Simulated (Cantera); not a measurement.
Charge: 1 mol Al2O3, 0.52 mol Cl2, 0.22 mol N2, held at 30.0 mbar.

These are equilibrium values from Cantera (NASA tables, ideal gas, pure condensed phases), not measurements of a reactor. Candidate condensed phases: Al, AlCl3, AlN, Al2O3; 24 gas species. Rates play no part. All values below are at 1275 K.

Base state: Cl2 0.660, N2 0.290, Cl 0.0463, AlCl3 0.00211, O2 0.00157, NO 1.76e-5, ClO 1.09e-5 (mole fractions); condensed: Al2O3(s).

Q: What changes in the equilibrium state with this change: 0.00081 mol O2 added?

A: 
```
species         before    after
-------------  -------  -------
Cl2              0.660    0.660
N2               0.290    0.290
Cl              0.0463   0.0463
O2             0.00157  0.00226
AlCl3          0.00211  0.00161
ClO            1.09e-5  1.31e-5
NO             1.76e-5  2.11e-5
Al2O3(s), mol    0.999    0.999
```
